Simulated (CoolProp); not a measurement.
Vapour-liquid equilibrium of R114 (1) + R113 (2) at 370.4 K; x and y are mole fractions of (1).

Model: multi-fluid Helmholtz-energy mixture model, Platzer 1990 and Marx 1992; pair parameters Bell 2016, in CoolProp. This equation is an older, rougher fit; its heat capacities, sound speeds and derivatives of the liquid may be far off and weren't checked against measurements.

Q: Give the bubble pressure and the first vapour's composition at x = 0.05, 0.45, 0.55. Is there an azeotrope?

A: x = 0.05: 0.4506 MPa, y = 0.126; x = 0.45: 0.8025 MPa, y = 0.681; x = 0.55: 0.8947 MPa, y = 0.757. No azeotrope shows between x = 0.05 and 0.95.

The pair parameters rest on a limited set of measurements; away from them the model extrapolates.
